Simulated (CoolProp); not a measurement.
Model: reference Helmholtz-energy equation of state, Lemmon 2006, in CoolProp. It is a short technical equation, of lower accuracy than the large ones.

Question: Give the vapour pressure (MPa), liquid cp (kJ/(kg K)), liquid conductivity (mW/(m K)) of saturated R141b at 48.45 °C.

Answer: 
| T (°C) | p (MPa) | liquid cp (kJ/(kg K)) | liquid conductivity (mW/(m K)) |
|---|---|---|---|
| 48.45 | 0.174 | 1.19 | 84.4 |

Thermal conductivity comes from a separate model (Huber 2003), an estimate that may be off by 10 % or more.
